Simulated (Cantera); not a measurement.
An isothermal, constant-pressure homogeneous reactor starts with NO : N2 = 6.6 : 0.45 (molar parts), at 1973 K and 20.0 Torr.

Detailed kinetics in Cantera: GRI-Mech 3.0 (53 species, 325 reactions). Radical loss at walls, strong at low pressure, is not modelled.

**Question.** Predict: x(NO) at 8.00 s; x(NO2) at 8.00 s; x(N2O) at 8.00 s; x(O) at 8.00 s; x(N2) at 8.00 s; x(O2) at 8.00 s.

**Answer.** 
| Property | Value |
|---|---|
| x(NO) at 8.00 s | 0.364 (gas-phase equilibrium 0.00865) |
| x(NO2) at 8.00 s | 0.000123 (gas-phase equilibrium 3.78e-6) |
| x(N2O) at 8.00 s | 3.21e-5 (gas-phase equilibrium 6.51e-8) |
| x(O) at 8.00 s | 0.00183 (gas-phase equilibrium 0.00227) |
| x(N2) at 8.00 s | 0.350 (gas-phase equilibrium 0.527) |
| x(O2) at 8.00 s | 0.285 (gas-phase equilibrium 0.462) |
